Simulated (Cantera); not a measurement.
An adiabatic, constant-volume homogeneous reactor starts with CO : H₂ : CH₄ : O₂ : N₂ = 1 : 0.66 : 0.087 : 1.34 : 5.03 (molar parts), equivalence ratio 0.75, at 1248 K and 3.40 bar. Integrator tolerance rtol = 1e-08.

Detailed kinetics in Cantera: GRI-Mech 3.0 (53 species, 325 reactions).

Q: What does this change do: initial temperature 1248 to 1600 K?

A: 
| quantity | before | after |
|---|---|---|
| time of steepest temperature rise | 23.1 µs | 4.75 µs |
| temperature at 4.00 s | 2848 K | 2951 K |
| equilibrium temperature | 2848 K | 2951 K |
| x(CO) at 4.00 s | 0.0345 (gas-phase equilibrium 0.0345) | 0.0478 (gas-phase equilibrium 0.0478) |
| x(H₂) at 4.00 s | 0.00432 (gas-phase equilibrium 0.00432) | 0.00626 (gas-phase equilibrium 0.00626) |
| x(CH₄) at 4.00 s | <1e-12 (gas-phase equilibrium <1e-12) | <1e-12 (gas-phase equilibrium <1e-12) |
| x(CH₂O) at 4.00 s | 4.31e-10 (gas-phase equilibrium 4.31e-10) | 7.10e-10 (gas-phase equilibrium 7.10e-10) |
| x(HCO) at 4.00 s | 5.33e-8 (gas-phase equilibrium 5.33e-8) | 1.01e-7 (gas-phase equilibrium 1.01e-7) |
| x(NO) at 4.00 s | 0.0175 (gas-phase equilibrium 0.0175) | 0.0205 (gas-phase equilibrium 0.0205) |
| x(N₂O) at 4.00 s | 2.42e-6 (gas-phase equilibrium 2.42e-6) | 2.55e-6 (gas-phase equilibrium 2.55e-6) |

Q: What does this change do: pressure from 3.40 bar to 1.60 bar?

A: 
```tsv
quantity	before	after
time of steepest temperature rise	23.1 µs	39.2 µs
temperature at 4.00 s	2848 K	2794 K
equilibrium temperature	2848 K	2794 K
x(CO) at 4.00 s	0.0345 (gas-phase equilibrium 0.0345)	0.0383 (gas-phase equilibrium 0.0383)
x(H₂) at 4.00 s	0.00432 (gas-phase equilibrium 0.00432)	0.00498 (gas-phase equilibrium 0.00498)
x(CH₄) at 4.00 s	<1e-12 (gas-phase equilibrium <1e-12)	<1e-12 (gas-phase equilibrium <1e-12)
x(CH₂O) at 4.00 s	4.31e-10 (gas-phase equilibrium 4.31e-10)	2.54e-10 (gas-phase equilibrium 2.54e-10)
x(HCO) at 4.00 s	5.33e-8 (gas-phase equilibrium 5.33e-8)	3.81e-8 (gas-phase equilibrium 3.81e-8)
x(NO) at 4.00 s	0.0175 (gas-phase equilibrium 0.0175)	0.0166 (gas-phase equilibrium 0.0166)
x(N₂O) at 4.00 s	2.42e-6 (gas-phase equilibrium 2.42e-6)	1.55e-6 (gas-phase equilibrium 1.55e-6)
```
